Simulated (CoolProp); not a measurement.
The numbers come from the reference Helmholtz-energy equation of state, Guder 2009 in CoolProp.

Question: Give the vapour pressure (kPa), liquid cp (kJ/(kg K)), surface tension (mN/m), liquid viscosity (µPa s) of saturated sulfur hexafluoride at 258.3, 272.4, 293.4 K.

Answer: 
```csv
T (K),p (kPa),liquid cp (kJ/(kg K)),surface tension (mN/m),liquid viscosity (µPa s)
258.3,811,0.961,6.47,238
272.4,1230,1.03,4.61,187
293.4,2110,1.24,2.13,128
```

Viscosity comes from a separate model (Quiñones-Cisneros 2012). Surface tension comes from a separate correlation (Mulero 2012).
